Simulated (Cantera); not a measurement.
**Equilibrium for thermal oxidation and active oxidation of silicon: Si + H₂O + N₂ + O₂**

Charge: 1 mol Si, 0.16 mol H₂O, 130 mol N₂, 0.75 mol O₂, at 750 Torr.

Equilibrium computed with Cantera from the NASA thermochemical tables; the gas is ideal and each condensed phase is pure. Candidate condensed phases: H₂O, Si, SiO₂, Si₂N₂O, Si₃N₄; 35 gas species. N₂ is the only nitrogen source here; it is nearly inert below about 1500 K, so the nitride shown seldom forms there in practice. Mutual solubility and eutectic melting of coexisting phases are not modelled. The tables hold silica as quartz up to 1696 K and as liquid above; real silica turns to tridymite and cristobalite and melts near 1996 K. The numbers say what is thermodynamically allowed, not how fast it happens.

```csv
T (°C),x N₂,x SiO,x H₂,x H,x H₂O,x SiO₂,n SiO₂(β-quartz),n Si₂N₂O(s),n SiO₂(condensed)
700,0.999,<1e-12,0.00123,3.79e-11,1.60e-7,<1e-12,0.773,0.113,0
800,0.999,<1e-12,0.00123,4.91e-10,2.59e-7,<1e-12,0.773,0.113,0
900,0.999,2.81e-11,0.00123,4.13e-9,3.84e-7,<1e-12,0.773,0.113,0
1000,0.999,1.66e-9,0.00123,2.50e-8,5.34e-7,<1e-12,0.773,0.113,0
1100,0.999,5.35e-8,0.00123,1.17e-7,7.04e-7,<1e-12,0.773,0.113,0
1200,0.999,1.06e-6,0.00123,4.44e-7,8.93e-7,<1e-12,0.773,0.113,0
1300,0.999,1.43e-5,0.00123,1.43e-6,1.10e-6,1.93e-11,0.773,0.113,0
1400,0.999,0.000140,0.00123,3.99e-6,1.31e-6,2.85e-10,0.767,0.107,0
1500,0.998,0.00104,0.00122,9.95e-6,1.50e-6,3.02e-9,0,0.0680,0.728
1600,0.996,0.00261,0.00121,2.25e-5,3.99e-6,2.45e-8,0,0,0.659
1700,0.996,0.00263,0.00118,4.64e-5,2.11e-5,1.59e-7,0,0,0.657
```
x: gas mole fraction; n: condensed amount in mol.

From 700 °C to 1400 °C the condensed part is SiO₂(β-quartz) + Si₂N₂O(s). At 1500 °C the condensed part is SiO₂(condensed) + Si₂N₂O(s). From 1600 °C to 1700 °C the condensed part is SiO₂(condensed).
